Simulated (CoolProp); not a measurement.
R407C at 264.66 K and 0.057 MPa is throttled through a valve to 0.0151 MPa with no heat exchange. Each further row changes one setting.

The numbers come from the reference Helmholtz-energy equation of state, Lemmon 2003 in CoolProp. It is a pseudo-pure fit of the blend.

| case | temperature change (K) | final density (kg/m³) |
|---|---|---|
| as stated | -1.3 | 0.597 |
| outlet pressure 0.00453 MPa | -1.7 | 0.179 |
| outlet pressure 0.0196 MPa | -1.2 | 0.775 |
